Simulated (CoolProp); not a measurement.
Propylene along the isobar 53.6 bar: density (kg/m³) from the reference equation and from simpler models built on Tc = 91.1 °C, pc = 45.55 bar, ω = 0.146; each cubic takes its own stable root.

The numbers come from the reference Helmholtz-energy equation of state, Lemmon 2013 in CoolProp.

```
T (°C)          phase  reference  Soave-Redlich-Kwong  Peng-Robinson
------  -------------  ---------  -------------------  -------------
69.45          liquid      432.5                378.9          425.4
82.75          liquid      391.3                331.9          370.1
95.95   supercritical      313.1                254.8          278.3
109.25  supercritical      144.5                139.5          147.9
122.55  supercritical      114.2                111.7          117.6
135.75  supercritical      99.56                97.78          102.4
149.05  supercritical      89.91                88.44          92.25
162.35  supercritical      82.81                81.50          84.76
175.55  supercritical      77.26                76.05          78.91
188.85  supercritical      72.67                71.54          74.07
202.15  supercritical      68.81                67.73          70.00
215.35  supercritical      65.49                64.47          66.52
228.65  supercritical      62.57                61.59          63.46
241.95  supercritical      59.97                59.03          60.74
255.15  supercritical      57.66                56.76          58.33
```
